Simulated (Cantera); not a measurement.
Feed: 1 mol Al(CH3)3, 31 mol NH3, 130 mol H2, equilibrated at 2100 K and 13300 Pa.

Equilibrium computed with Cantera from the NASA thermochemical tables; the gas is ideal and each condensed phase is pure. Candidate condensed phases: Al, AlN, C, C6H6, C7H8, C8H18; 97 gas species. The feed counts by its element totals alone. Kinetics and transport are ignored.

Base state: H2 0.904, N2 0.0752, H 0.00811, HCN 0.00559, Al 0.00467, C2H2 (acetylene) 0.00131, HNC 0.000378, AlH 0.000368 (mole fractions); condensed: C(graphite).

Q: What changes in the equilibrium state with this change: temperature from 2100 K to 1675 K?

A: 
```csv
species,before,after
H2,0.904,0.923
N2,0.0752,0.0761
HCN,0.00559,0.000845
H,0.00811,0.000305
Al,0.00467,9.48e-7
AlH,0.000368,2.18e-7
C2H2 (acetylene),0.00131,5.36e-5
HNC,0.000378,2.37e-5
CH4,3.60e-5,0.000137
"C(graphite), mol",1.29,2.78
"AlN(s), mol",0,1.000
```
